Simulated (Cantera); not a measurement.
A closed system holds: 1 mol NaOH, 0.16 mol H2O, 0.17 mol H2, equilibrated at 4580 Torr.

Equilibrium computed with Cantera from the NASA thermochemical tables; the gas is ideal and each condensed phase is pure. Candidate condensed phases: H2O, Na, NaOH, NaO2, Na2O, Na2O2; 16 gas species. Kinetics and transport are ignored.

x: gas mole fraction; n: condensed amount in mol.

```tsv
T (°C)	x H2	x H2O	x NaOH	x Na	x Na2(OH)2	n NaOH(l)
475	0.515	0.485	2.00e-9	1.11e-11	1.45e-10	1.00
575	0.515	0.485	9.22e-8	1.55e-9	5.06e-9	1.00
675	0.515	0.485	1.80e-6	7.15e-8	7.57e-8	1.000
775	0.515	0.485	1.93e-5	1.52e-6	6.30e-7	1.000
875	0.515	0.485	0.000133	1.83e-5	3.42e-6	1.000
975	0.515	0.485	0.000657	0.000144	1.36e-5	1.000
1075	0.513	0.484	0.00251	0.000811	4.23e-5	0.999
1175	0.507	0.482	0.00785	0.00353	0.000110	0.996
1275	0.488	0.478	0.0209	0.0124	0.000245	0.988
1375	0.443	0.471	0.0489	0.0360	0.000487	0.968
1475	0.350	0.459	0.103	0.0860	0.000879	0.917
1575	0.203	0.434	0.198	0.162	0.00147	___
1675	0.0571	0.372	0.353	0.212	0.00230	___
1775	0.0144	0.310	0.472	0.199	0.00216	___
```

Question: Complete the blanks.

Answer: 
- 1575, n NaOH(l): 0.782
- 1675, n NaOH(l): 0.410
- 1775, n NaOH(l): 0
